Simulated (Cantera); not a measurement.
Standard-state values (1 bar) from the NASA 1993 polynomials, evaluated with Cantera. Values are per mole of reaction as written; species without (g) are pure solids or liquids, kept so even where they would boil at 1 bar.

Q: Between 975 and 2975 K, where is each reaction favourable under standard conditions?
- Cr + O3(g) ⇌ CrO3(g)

A: 
- Cr + O3(g) ⇌ CrO3(g): ΔG° is -435 kJ at 975 K and -394 kJ at 2975 K; it stays negative (K > 1). ΔH° is -518 kJ and ΔS° -41 J/K at 2975 K.
